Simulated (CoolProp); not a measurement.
Fluorine along the isotherm 112.6 K: Z from the reference equation and from simpler models built on Tc = 144.4 K, pc = 5.240 MPa, ω = 0.045; each cubic takes its own stable root.

Values from CoolProp's reference Helmholtz-energy equation of state, de Reuck 1990.

```tsv
p (MPa)	phase	reference
0.0249	gas	0.9966
0.0387	gas	0.9947
0.0603	gas	0.9917
0.0938	gas	0.9871
0.146	gas	0.9798
0.227	gas	0.9683
0.354	gas	0.9498
0.551	gas	0.9200
0.859	gas	0.8695
1.34	liquid	0.04238
2.08	liquid	0.06553
3.24	liquid	0.1015
5.05	liquid	0.1569
7.86	liquid	0.2414
```

How far does each simpler model (van der Waals, Redlich-Kwong, Soave-Redlich-Kwong, Peng-Robinson) lie from the reference over these 14 states: mean and median of the absolute difference, and the worst?


- van der Waals: mean 147.7 %, median 1.8 %, worst +1882.1 % at 112.6 K and 1.34 MPa
- Redlich-Kwong: mean 0.9 %, median 0.3 %, worst +2.9 % at 112.6 K and 1.34 MPa
- Soave-Redlich-Kwong: mean 0.9 %, median 0.3 %, worst +2.9 % at 112.6 K and 1.34 MPa
- Peng-Robinson: mean 3.5 %, median 0.1 %, worst -10.4 % at 112.6 K and 7.86 MPa

At some of these states van der Waals gives the other phase, because its saturation line lies elsewhere.
